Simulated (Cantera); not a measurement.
Feed: 1 mol SiHCl3, 14 mol N2, 0.0074 mol Cl2, at 1273.15 K and 54.0 mbar.

Cantera equilibrium calculation (NASA polynomials, part measured and part estimated; ideal gas, pure solids and liquids). Candidate condensed phases: NH4Cl, Si, Si3N4; 28 gas species. N2 is the only nitrogen source here; it is nearly inert below about 1500 K, so the nitride shown seldom forms there in practice. The tables' values for SiCl3 are old estimates; treat these amounts as uncertain. The numbers say what is thermodynamically allowed, not how fast it happens.

Base state: N2 0.902, HCl 0.0575, SiCl4 0.0336, H2 0.00414, SiCl3 0.00175, SiCl2 0.000600, SiHCl3 9.67e-5 (mole fractions); condensed: Si3N4(s).

Question: What changes in the equilibrium state with this change: N2 from 14 to 6.2 mol?

Answer: 
```json
[
 {"species": "N2", "before": "0.902", "after": "0.801"},
 {"species": "HCl", "before": "0.0575", "after": "0.113"},
 {"species": "SiCl4", "before": "0.0336", "after": "0.0710"},
 {"species": "H2", "before": "0.00414", "after": "0.0114"},
 {"species": "SiHCl3", "before": "9.67e-5", "after": "0.000287"},
 {"species": "SiCl3", "before": "0.00175", "after": "0.00314"},
 {"species": "SiCl2", "before": "0.000600", "after": "0.000909"},
 {"species": "Si3N4(s), mol", "before": "0.151", "after": "0.148"}
]
```

Question: What changes in the equilibrium state with this change: temperature from 1273.15 K to 850 K?

Answer: 
```csv
species,before,after
N2,0.902,0.904
HCl,0.0575,0.0519
SiCl4,0.0336,0.0367
H2,0.00414,0.00704
SiCl2,0.000600,1.11e-9
SiCl3,0.00175,7.59e-7
SiHCl3,9.67e-5,8.26e-6
"Si3N4(s), mol",0.151,0.148
```
